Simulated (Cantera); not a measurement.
Charge: 1 mol borazine, 0.47 mol O₂, 0.6 mol N₂, equilibrated at 1273.15 K.

These are equilibrium values from Cantera (NASA tables, ideal gas, pure condensed phases), not measurements of a reactor. Candidate condensed phases: B, BN, B₂O₃, B₃O₃H₃, H₂O; 39 gas species. The feed counts by its element totals alone. Mutual solubility and eutectic melting of coexisting phases are not modelled. Gases not in the tables: H₃BO₃. Kinetics and transport are ignored.

Task: At 100000 Pa, list the 5 most abundant gas species with their mole fractions, and the condensed phases.

Result: H₂ 0.763, N₂ 0.232, H₂O 0.00405, HBO₂ 0.000141, NH₃ 4.45e-5. Condensed: BN(s) + B₂O₃(l).
